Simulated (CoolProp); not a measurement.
Vapour-liquid equilibrium of R125 (1) + R236FA (2) at 326 kPa; x and y are mole fractions of (1).

Model: multi-fluid Helmholtz-energy mixture model, Lemmon 2005 and Pan 2012; pair parameters Bell 2016, in CoolProp.

```tsv
x	bubble temperature (K)	y at the bubble point	dew temperature at overall composition x (K)	liquid density (mol/L)
0.05	298.7	0.178	302.3	8.996
0.125	291.9	0.385	300.2	9.252
0.2	286.0	0.536	298.0	9.496
0.275	280.9	0.648	295.7	9.730
0.35	276.3	0.731	293.2	9.955
0.425	272.3	0.795	290.5	10.17
0.5	268.8	0.844	287.5	10.39
0.575	265.6	0.883	284.3	10.60
0.65	262.7	0.914	280.7	10.80
0.725	260.1	0.939	276.7	11.01
0.8	257.7	0.960	272.0	11.21
0.875	255.6	0.977	266.3	11.41
0.95	253.5	0.992	258.9	11.62
```

No azeotrope shows between x = 0.05 and 0.95.

The pair parameters rest on a limited set of measurements; away from them the model extrapolates.
